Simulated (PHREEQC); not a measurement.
Buffer

A solution holds 0.0012 mol/kgw KH2PO4 and 0.00039 mol/kgw KOH, at 25 °C. Closed to the air; pH follows from the charge balance.

Computed with PHREEQC (ion-association model, wateq4f.dat).

```yaml
pH: 6.83
ionic_strength: 0.00198 mol/kgw
total_alkalinity: 0.390 meq/kg
```

| species | molality | activity | log γ |
|---|---|---|---|
| K+ | 0.00159 | 0.00151 | -0.022 |
| H2PO4- | 0.000810 | 0.000772 | -0.021 |
| HPO4-2 | 0.000389 | 0.000320 | -0.085 |
| KHPO4- | 9.91e-7 | 9.44e-7 | -0.021 |
| H+ | 1.57e-7 | 1.50e-7 | -0.020 |
| OH- | 7.03e-8 | 6.69e-8 | -0.022 |
| H3PO4 | 1.70e-8 | 1.70e-8 | 0.000 |
| PO4-3 | 1.50e-9 | 9.65e-10 | -0.190 |

Precipitation was switched off in this run. Complexes and solids missing from the database can't appear. H3PO4, which wateq4f.dat lacks, is added to it with the constant of phreeqc.dat.
